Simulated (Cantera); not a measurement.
Charge: 1 mol SiHCl₃, 0.073 mol HCl, 3.8 mol H₂, held at 1077 °C and 0.00100 bar.

Cantera equilibrium calculation (NASA polynomials, part measured and part estimated; ideal gas, pure solids and liquids). Candidate condensed phases: Si; 19 gas species. The tables' values for SiCl₃ are old estimates; treat these amounts as uncertain. Rates play no part.

Base state: H₂ 0.649, HCl 0.188, SiCl₂ 0.152, SiCl₃ 0.00819, SiCl₄ 0.00220, SiHCl₃ 0.000436, H 6.07e-5, Cl 1.46e-5 (mole fractions); condensed: Si(s).

Task: What changes in the equilibrium state with this change: pressure from 0.00100 bar to 0.0133 bar?

Result: 
| species | before | after |
|---|---|---|
| H₂ | 0.649 | 0.676 |
| HCl | 0.188 | 0.167 |
| SiCl₂ | 0.152 | 0.116 |
| SiCl₄ | 0.00220 | 0.0171 |
| SiCl₃ | 0.00819 | 0.0199 |
| SiH₂Cl₂ | 1.26e-5 | 0.000134 |
| SiHCl₃ | 0.000436 | 0.00395 |
| Cl | 1.46e-5 | 3.49e-6 |
| H | 6.07e-5 | 1.70e-5 |
| Si(s), mol | 0.0485 | 0.105 |
